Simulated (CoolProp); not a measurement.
The numbers come from the reference Helmholtz-energy equation of state, Zhou 2014 in CoolProp.

For cyclohexane, give the phase and the density (kg/m³), cv (kJ/(kg K)), viscosity (µPa s) at 285.65 °C and 6950 kPa.


- 285.65 °C and 6950 kPa: supercritical; density 455, cv 2.55, viscosity 73.6

Viscosity comes from a separate model (Tariq 2014).
